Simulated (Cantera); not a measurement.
A closed system holds: 1 mol SiHCl3, 52 mol N2, 0.73 mol H2, equilibrated at 927 °C and 0.133 bar.

Cantera equilibrium calculation (NASA polynomials, part measured and part estimated; ideal gas, pure solids and liquids). Candidate condensed phases: NH4Cl, Si, Si3N4; 28 gas species. N2 is the only nitrogen source here; it is nearly inert below about 1500 K, so the nitride shown seldom forms there in practice. The tables' values for SiCl3 are old estimates; treat these amounts as uncertain. Rates play no part.

Base state: N2 0.954, HCl 0.0354, H2 0.00510, SiCl4 0.00495, SiCl3 0.000110, SiCl2 2.13e-5, SiHCl3 1.94e-5 (mole fractions); condensed: Si3N4(s).

### Question
What changes in the equilibrium state with this change: SiHCl3 replaced by trisilylamine?

### Answer
```csv
species,before,after
N2,0.954,0.906
H2,0.00510,0.0938
HCl,0.0354,0
SiCl4,0.00495,0
SiCl3,0.000110,0
SiCl2,2.13e-5,0
SiHCl3,1.94e-5,0
"Si3N4(s), mol",0.242,1.00
```
The feed counts by its element totals alone.
